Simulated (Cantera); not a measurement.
## Premixed flame

A freely propagating, adiabatic, planar premixed flame of CH4 : C2H6 : C3H8 : O2 : N2 : H2O = 1 : 0.18 : 0.66 : 5.39 : 14 : 1.9 (molar parts), unburnt at 423 K and 3.70 bar; mixture-averaged transport, grid criteria slope 0.08 and curve 0.16, no radiation.

Cantera simulation using GRI-Mech 3.0 (53 species, 325 reactions); the numbers are that mechanism's predictions, not measurements. GRI-Mech 3.0 was tuned for natural gas; its chemistry of propane as a main component is partial and can be far from experiment. Burning velocities carry a grid error of a few per cent, more on coarse grids.

```csv
z (mm),T (K),u (m/s),x CH4,x C2H6,x C3H8,x H2O2,x CO2,x HO2
-0.278,423,0.777,0.0432,0.00778,0.0285,1.94e-8,1.11e-7,4.85e-8
-0.185,424,0.780,0.0431,0.00776,0.0285,3.04e-7,2.52e-6,7.59e-7
-0.139,430,0.794,0.0428,0.00773,0.0284,1.80e-6,2.06e-5,4.57e-6
-0.0926,489,0.911,0.0411,0.00759,0.0280,1.57e-5,0.000334,4.70e-5
-0.0463,951,1.83,0.0313,0.00609,0.0209,7.65e-5,0.00581,0.000346
-0.0231,1438,2.84,0.0203,0.00333,0.00743,4.78e-5,0.0160,0.000424
0,1889,3.80,0.00675,0.000289,0.000183,5.21e-6,0.0333,0.000191
0.0231,2108,4.24,0.000783,1.73e-6,9.99e-8,1.36e-6,0.0529,3.92e-5
0.0463,2187,4.38,4.72e-5,<1e-8,<1e-8,8.22e-7,0.0681,1.74e-5
0.0926,2267,4.50,1.88e-7,<1e-8,<1e-8,6.18e-7,0.0824,1.02e-5
0.185,2352,4.64,<1e-8,<1e-8,<1e-8,4.62e-7,0.0896,6.04e-6
0.370,2426,4.77,<1e-8,<1e-8,<1e-8,3.37e-7,0.0935,3.36e-6
0.741,2475,4.85,<1e-8,<1e-8,<1e-8,2.48e-7,0.0964,1.94e-6
```
x: mole fraction of selected species; z is measured from the peak of heat release.

laminar burning velocity: 77.6 cm/s
thermal thickness: 0.0926 mm
peak x(H2O2): 8.02e-5
peak x(HO2): 0.000424
grid points: 152
